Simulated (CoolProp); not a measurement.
Water along the isotherm 384.8 K: density (kg/m³) from the reference equation and from simpler models built on Tc = 647.1 K, pc = 220.6 bar, ω = 0.344; each cubic takes its own stable root.

Values from CoolProp's reference Helmholtz-energy equation of state, Wagner 2002.

| p (bar) | phase | reference | van der Waals | Redlich-Kwong | Soave-Redlich-Kwong | Peng-Robinson |
|---|---|---|---|---|---|---|
| 1.74 | liquid | 949.7 | 0.9875 | 0.9910 | 702.1 | 791.8 |
| 3.31 | liquid | 949.8 | 1.892 | 1.905 | 702.1 | 791.8 |
| 6.27 | liquid | 949.9 | 3.635 | 673.3 | 702.2 | 791.9 |
| 11.9 | liquid | 950.2 | 7.098 | 673.5 | 702.3 | 792.0 |
| 22.5 | liquid | 950.7 | 457.3 | 673.9 | 702.6 | 792.2 |
| 42.7 | liquid | 951.7 | 458.3 | 674.6 | 703.1 | 792.7 |
| 81 | liquid | 953.5 | 460.2 | 676.0 | 704.0 | 793.5 |
| 153 | liquid | 956.9 | 463.6 | 678.5 | 705.6 | 795.1 |
| 291 | liquid | 963.2 | 469.3 | 683.0 | 708.7 | 797.9 |
| 552 | liquid | 974.5 | 478.3 | 690.8 | 714.0 | 803.0 |

At some of these states van der Waals, Redlich-Kwong gives the other phase, because its saturation line lies elsewhere.
